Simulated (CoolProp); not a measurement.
Vapour-liquid equilibrium of toluene (1) + o-xylene (2) at 275.05 °C; x and y are mole fractions of (1).

Computed with CoolProp (multi-fluid Helmholtz-energy mixture model, Lemmon 2006 and Zhou 2012; pair parameters Bell 2016).

Question: Give the bubble pressure and the first vapour's composition at x = 0.2, 0.5, 0.65. Is there an azeotrope?

Answer: x = 0.2: 1483 kPa, y = 0.271; x = 0.5: 1796 kPa, y = 0.595; x = 0.65: 1962 kPa, y = 0.729. No azeotrope shows between x = 0.05 and 0.95.

The pair parameters rest on a limited set of measurements; away from them the model extrapolates.
